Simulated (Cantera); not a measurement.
Mixture: C₂H₄ : O₂ : N₂ : H₂O : CO₂ = 1 : 2.5 : 9.4 : 0.83 : 0.014 (molar parts), equivalence ratio 1.2, at 7.20 atm, adiabatic and at constant pressure. Ignition delay is the time to a rise of 400 K.

Model: GRI-Mech 3.0 (53 species, 325 reactions), integrated in Cantera. GRI-Mech 3.0 was tuned for natural gas; its chemistry of ethylene as a main component is partial and can be far from experiment.

**Question.** Predict: delay at 1073 K; delay at 1148 K; delay at 1223 K; delay at 1298 K; delay at 1373 K; delay at 1448 K; delay at 1523 K; apparent activation energy between 1373 and 1523 K.

**Answer.** 
```
Quantity                                                Result
--------------------------------------------------  ----------
delay at 1073 K                                        8.02 ms
delay at 1148 K                                        2.00 ms
delay at 1223 K                                       0.418 ms
delay at 1298 K                                        92.9 µs
delay at 1373 K                                        24.5 µs
delay at 1448 K                                        9.64 µs
delay at 1523 K                                        5.41 µs
apparent activation energy between 1373 and 1523 K  180 kJ/mol
```
